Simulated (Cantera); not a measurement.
Feed: 1 mol C2H6, 0.03 mol O2, 48 mol H2, equilibrated at 0.100 bar.

Cantera equilibrium calculation (NASA polynomials, part measured and part estimated; ideal gas, pure solids and liquids). Candidate condensed phases: C, C6H6, C7H8, C8H18, H2O; 110 gas species. Kinetics and transport are ignored.

log p: log10 of the partial pressure in bar; n: condensed amount in mol.

| T (K) | log p H2 | log p H | log p C2H2 (acetylene) | log p CO | log p CH4 | log p CH3 | n C(graphite) |
|---|---|---|---|---|---|---|---|
| 1798 | -1.00 | ___ | -4.76 | -3.93 | -5.11 | -6.76 | 1.92 |
| 1823 | -1.00 | ___ | -4.68 | -3.93 | -5.15 | -6.71 | 1.91 |
| 1848 | -1.00 | ___ | -4.59 | -3.93 | -5.18 | -6.65 | 1.91 |
| 1873 | -1.00 | ___ | -4.51 | -3.93 | -5.22 | -6.60 | 1.90 |
| 1898 | -1.00 | ___ | -4.43 | -3.93 | -5.25 | -6.56 | 1.90 |
| 1923 | -1.00 | ___ | -4.35 | -3.93 | -5.28 | -6.51 | 1.89 |
| 1948 | -1.00 | ___ | -4.27 | -3.93 | -5.32 | -6.46 | 1.88 |
| 1973 | -1.00 | ___ | -4.20 | -3.93 | -5.35 | -6.42 | 1.87 |
| 1998 | -1.00 | ___ | -4.12 | -3.93 | -5.38 | -6.37 | 1.86 |
| 2023 | -1.00 | ___ | -4.05 | -3.93 | -5.41 | -6.33 | 1.85 |
| 2048 | -1.00 | ___ | -3.98 | -3.93 | -5.43 | -6.29 | 1.83 |
| 2073 | -1.00 | ___ | -3.92 | -3.93 | -5.46 | -6.25 | 1.81 |
| 2098 | -1.01 | ___ | -3.85 | -3.93 | -5.49 | -6.21 | 1.79 |

Problem. Some entries are withheld; supply them.

Solution. 
- 1798, log p H: -3.95
- 1823, log p H: -3.86
- 1848, log p H: -3.78
- 1873, log p H: -3.69
- 1898, log p H: -3.61
- 1923, log p H: -3.53
- 1948, log p H: -3.45
- 1973, log p H: -3.37
- 1998, log p H: -3.30
- 2023, log p H: -3.22
- 2048, log p H: -3.15
- 2073, log p H: -3.08
- 2098, log p H: -3.01
